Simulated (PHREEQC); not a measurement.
Nickel, zinc or cadmium bath (model solution)

Dissolve 0.0041 mol/kgw CdCl2, 0.003 mol/kgw NaOH and 0.014 mol/kgw MnSO4 at 25 °C. Closed to the air; pH follows from the charge balance.

All values are PHREEQC results (ion-association model, wateq4f.dat), not measurements.

Precipitation was switched off in this run.

Problem. Estimate the pH.

Solution. pH 9.90.

Problem. In which forms is S present?

Solution. SO4-2 68 %, MnSO4 25 %, CdSO4 5.3 %, Cd(SO4)2-2 1.1 % of the S.

Saturation is exceeded, for instance for Cd(OH)2, Pyrochroite; the values hold only as long as no solid forms. Complexes and solids missing from the database can't appear.
